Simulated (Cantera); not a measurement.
Charge: 1 mol Si, 0.017 mol H2O, 190 mol H2, at 900 K and 6.30e-5 bar.

These are equilibrium values from Cantera (NASA tables, ideal gas, pure condensed phases), not measurements of a reactor. Candidate condensed phases: H2O, Si, SiO2; 18 gas species. Rates play no part.

Problem. What is the equilibrium state?

Solution. 
```
Item                     Value
-----------------  -----------
x(H2)                     1.00
n(Si(s))             0.991 mol
n(SiO2(β-quartz))  0.00849 mol
gas amount           190.0 mol
```
